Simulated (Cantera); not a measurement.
A freely propagating, adiabatic, planar premixed flame of 5.56 % CH₄, 4.39 % C₂H₆, 18.9 % O₂, 71.2 % N₂, equivalence ratio 1.4, unburnt at 375 K and 0.197 atm; multicomponent+Soret transport, grid criteria slope 0.08 and curve 0.16, no radiation.

Cantera simulation using GRI-Mech 3.0 (53 species, 325 reactions); the numbers are that mechanism's predictions, not measurements. Burning velocities carry a grid error of a few per cent, more on coarse grids.

x: mole fraction of selected species; z is measured from the peak of heat release.

| z (mm) | T (K) | u (m/s) | x CH₄ | x C₂H₆ | x O₂ | x CH₂CO | x NO | x HO₂ |
|---|---|---|---|---|---|---|---|---|
| -5.88 | 375 | 0.510 | 0.0555 | 0.0439 | 0.189 | <1e-8 | <1e-8 | 4.89e-8 |
| -3.92 | 378 | 0.515 | 0.0551 | 0.0437 | 0.188 | 8.44e-8 | <1e-8 | 1.02e-6 |
| -2.94 | 388 | 0.531 | 0.0543 | 0.0436 | 0.187 | 6.27e-7 | 1.85e-8 | 5.08e-6 |
| -1.96 | … | 0.671 | 0.0502 | 0.0424 | 0.179 | … | … | … |
| -0.981 | … | 1.40 | … | … | … | … | … | … |
| -0.490 | 1381 | 2.03 | 0.0229 | 0.0108 | 0.0864 | 0.000618 | 8.69e-6 | 0.000138 |
| 0 | 1727 | 2.60 | 0.00798 | 0.000675 | 0.0399 | 0.000469 | 1.62e-5 | 5.26e-5 |
| 0.490 | 1895 | 2.87 | 0.00126 | 4.91e-6 | 0.0137 | 7.86e-5 | 2.81e-5 | 5.81e-6 |
| 0.981 | 1945 | 2.94 | 0.000146 | 4.37e-8 | 0.00444 | 8.60e-6 | 4.08e-5 | 6.15e-7 |
| 1.96 | 1964 | 2.96 | 2.69e-6 | <1e-8 | 0.000852 | 3.18e-7 | 5.74e-5 | 9.32e-8 |
| 3.92 | 1973 | 2.97 | 1.20e-8 | <1e-8 | 0.000463 | <1e-8 | 7.00e-5 | 5.98e-8 |
| 7.84 | 1982 | 2.98 | <1e-8 | <1e-8 | 0.000384 | <1e-8 | 7.56e-5 | 5.10e-8 |
| 15.7 | 1996 | 2.99 | <1e-8 | <1e-8 | 0.000286 | <1e-8 | 7.74e-5 | 3.98e-8 |

Q: Complete the blanks.

A: 
- -1.96, T (K): 485
- -1.96, x CH₂CO: 1.57e-5
- -1.96, x NO: 2.83e-7
- -1.96, x HO₂: 5.53e-5
- -0.981, T (K): 979
- -0.981, x CH₄: 0.0361
- -0.981, x C₂H₆: 0.0281
- -0.981, x O₂: 0.132
- -0.981, x CH₂CO: 0.000259
- -0.981, x NO: 4.04e-6
- -0.981, x HO₂: 0.000150
